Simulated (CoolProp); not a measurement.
A closed Brayton cycle with carbon dioxide: compressor inlet 329.15 K and 8.2 MPa, high pressure 27.9 MPa, turbine inlet 870 K, compressor efficiency 0.8, turbine efficiency 0.93, recuperator effectiveness 0.9 (on enthalpy, no pinch check). Each further row changes one setting.

The numbers come from the reference Helmholtz-energy equation of state, Span 1996 in CoolProp.

```json
[
 {"case": "as stated", "thermal efficiency (%)": "34.7", "net work (kJ/kg)": "98.2", "compressor to turbine work": "0.43", "compressor exit (K)": "439.1", "turbine exit (K)": "715.5"},
 {"case": "turbine inlet 820 K", "thermal efficiency (%)": "32.6", "net work (kJ/kg)": "86.9", "compressor to turbine work": "…", "compressor exit (K)": "439.1", "turbine exit (K)": "…"},
 {"case": "compressor inlet 339.15 K", "thermal efficiency (%)": "33.2", "net work (kJ/kg)": "90.5", "compressor to turbine work": "…", "compressor exit (K)": "456.0", "turbine exit (K)": "715.5"},
 {"case": "high pressure 23.7 MPa", "thermal efficiency (%)": "34.4", "net work (kJ/kg)": "89.3", "compressor to turbine work": "0.41", "compressor exit (K)": "423.8", "turbine exit (K)": "735.3"},
 {"case": "recuperator effectiveness 0.5", "thermal efficiency (%)": "24.0", "net work (kJ/kg)": "98.2", "compressor to turbine work": "0.43", "compressor exit (K)": "439.1", "turbine exit (K)": "715.5"}
]
```

Question: Complete the blanks.

Answer: 
- turbine inlet 820 K, compressor to turbine work: 0.46
- turbine inlet 820 K, turbine exit (K): 671.0
- compressor inlet 339.15 K, compressor to turbine work: 0.48
